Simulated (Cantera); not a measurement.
**Diamond growth**

A diamond (100) surface in a fixed gas of H2 with x(CH4) = 0.013, x(H) = 0.0009, x(CH3) = 1.5e-05, at 1023 K; coverages are run to steady state.

Computed with Cantera and the Harris–Goodwin 1993 mechanism for the reconstructed diamond (100) surface.

```json
[
 {"P (Pa)": "610", "growth (µm/h)": "0.0137", "θ c6HH": "0.580", "θ c6H*": "0.0201", "θ c6*H": "0.387", "θ c6**": "0.0103", "θ c6HM": "0.00197"},
 {"P (Pa)": "950", "growth (µm/h)": "0.0285", "θ c6HH": "0.579", "θ c6H*": "0.0201", "θ c6*H": "0.386", "θ c6**": "0.0103", "θ c6HM": "0.00269"},
 {"P (Pa)": "1500", "growth (µm/h)": "0.0583", "θ c6HH": "0.579", "θ c6H*": "0.0201", "θ c6*H": "0.386", "θ c6**": "0.0103", "θ c6HM": "0.00355"},
 {"P (Pa)": "2300", "growth (µm/h)": "0.109", "θ c6HH": "0.578", "θ c6H*": "0.0201", "θ c6*H": "0.386", "θ c6**": "0.0102", "θ c6HM": "0.00439"},
 {"P (Pa)": "3500", "growth (µm/h)": "0.195", "θ c6HH": "0.577", "θ c6H*": "0.0200", "θ c6*H": "0.385", "θ c6**": "0.0102", "θ c6HM": "0.00517"},
 {"P (Pa)": "5500", "growth (µm/h)": "0.348", "θ c6HH": "0.577", "θ c6H*": "0.0200", "θ c6*H": "0.385", "θ c6**": "0.0102", "θ c6HM": "0.00591"},
 {"P (Pa)": "8500", "growth (µm/h)": "0.588", "θ c6HH": "0.576", "θ c6H*": "0.0200", "θ c6*H": "0.384", "θ c6**": "0.0102", "θ c6HM": "0.00648"},
 {"P (Pa)": "13000", "growth (µm/h)": "0.956", "θ c6HH": "0.576", "θ c6H*": "0.0200", "θ c6*H": "0.384", "θ c6**": "0.0102", "θ c6HM": "0.00690"}
]
```
θ: site fractions in the mechanism's names (c6HH fully hydrogenated, c6H* and c6*H radical sites, c6** diradical, c6HM methylated).
